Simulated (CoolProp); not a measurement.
A closed Brayton cycle with carbon dioxide: compressor inlet 323.15 K and 9.1 MPa, high pressure 29.2 MPa, turbine inlet 935 K, compressor efficiency 0.89, turbine efficiency 0.9, recuperator effectiveness 0.9 (on enthalpy, no pinch check). Each further row changes one setting.

The numbers come from the reference Helmholtz-energy equation of state, Span 1996 in CoolProp.

| case | thermal efficiency (%) | net work (kJ/kg) | compressor to turbine work | compressor exit (K) | turbine exit (K) |
|---|---|---|---|---|---|
| as stated | 38.6 | 120 | 0.31 | 409.1 | 784.9 |
| turbine inlet 885 K | 37.1 | 110 | 0.33 | 409.1 | 740.0 |
| compressor inlet 333.15 K | 37.5 | 111 | 0.36 | 430.8 | 784.9 |
| high pressure 24.8 MPa | 37.3 | 107 | 0.29 | 396.9 | 805.1 |
| recuperator effectiveness 0.5 | 24.7 | 120 | 0.31 | 409.1 | 784.9 |
